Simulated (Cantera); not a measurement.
A perfectly stirred reactor is fed with 1.28 % C2H6, 98.7 % N2, at 100000 Pa; it is held at 1125 K, and followed from long to short residence time.

Computed with Cantera and GRI-Mech 3.0 (53 species, 325 reactions). GRI-Mech 3.0 stops at C3 and has no aromatics, soot or wall deposition, so with more carbon than oxygen in the feed, carbon stays in small species such as C2H2 where larger ones or solid carbon would form.

x: mole fraction; the columns are a selection and need not sum to one.

```csv
τ (s),x C2H6,x CH3,x H2,x CH4,x C2H4,x HCN,x H
0.41,0.00277,?,0.0110,0.000860,0.00755,2.77e-12,3.33e-7
0.22,0.00420,?,0.00898,0.000660,0.00702,2.94e-12,3.46e-7
0.11,0.00633,?,0.00649,0.000435,0.00565,3.05e-12,3.42e-7
0.059,0.00840,?,0.00430,0.000264,0.00400,3.05e-12,3.23e-7
0.031,0.0102,2.27e-6,0.00253,0.000142,0.00245,2.94e-12,3.00e-7
0.016,0.0114,2.39e-6,0.00135,7.09e-5,0.00134,2.72e-12,2.78e-7
0.0083,0.0121,2.34e-6,0.000682,3.40e-5,0.000687,2.34e-12,2.56e-7
0.0043,0.0125,?,0.000323,1.54e-5,0.000327,1.76e-12,2.26e-7
0.0022,0.0127,?,0.000134,6.16e-6,0.000136,<1e-12,1.81e-7
0.0012,0.0128,?,5.14e-5,2.43e-6,5.20e-5,<1e-12,1.26e-7
```

Question: What belongs in the gaps?

Answer: 
- 0.41, x CH3: 9.75e-7
- 0.22, x CH3: 1.27e-6
- 0.11, x CH3: 1.66e-6
- 0.059, x CH3: 2.01e-6
- 0.0043, x CH3: 2.11e-6
- 0.0022, x CH3: 1.69e-6
- 0.0012, x CH3: 1.24e-6
